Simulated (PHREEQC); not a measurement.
Solution (25 °C): 0.0023 mol CuCl2, 7.8e-05 mol H2SO4 and 0.00022 mol KCl per kg of water. Closed to the air; pH follows from the charge balance.

Model: ion-association model, phreeqc.dat, run in PHREEQC.

### Question
The ionic strength comes out as 0.00725 mol/kgw. What activity coefficients do CuCl+, Cl-, SO4-2, K+, H+ get?

### Answer
CuCl+ 0.91, Cl- 0.91, SO4-2 0.70, K+ 0.91, H+ 0.92.

Precipitation was switched off in this run.
